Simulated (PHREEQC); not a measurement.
Make-up at 25 °C: 0.0034 mol FeCl3, 8.4e-05 mol MgSO4 and 0.00055 mol NaF per kg of water. Closed to the air; pH follows from the charge balance.

The numbers come from PHREEQC with the ion-association model, phreeqc.dat.

```csv
quantity,before,after
pH,2.71,6.00
ionic strength (mol/kgw),0.0155,0.00427
SO4-2 (mol/kgw),2.62e-5,8.03e-5
HSO4- (mol/kgw),3.45e-6,6.30e-9
MgSO4 (mol/kgw),1.97e-7,8.77e-7
NaSO4- (mol/kgw),4.43e-8,1.67e-7
SI of Halite (NaCl),-6.93,-7.36
```

Task: Which change was made?
(A) NaF replaced by Na2SO4 at the same molality
(B) FeCl3 replaced by NH4Cl at the same molality
(C) diluted 5-fold with water
(D) diluted 2-fold with water
(E) FeCl3 from 0.0034 to 0.034 mol/kgw

Result: B, FeCl3 replaced by NH4Cl at the same molality

Precipitation was switched off in this run. Some of these states are supersaturated (in Hematite (slow to form), Goethite (slow to form), for instance). Fluoro complexes past AlF4- and FeF3 are missing from the database.
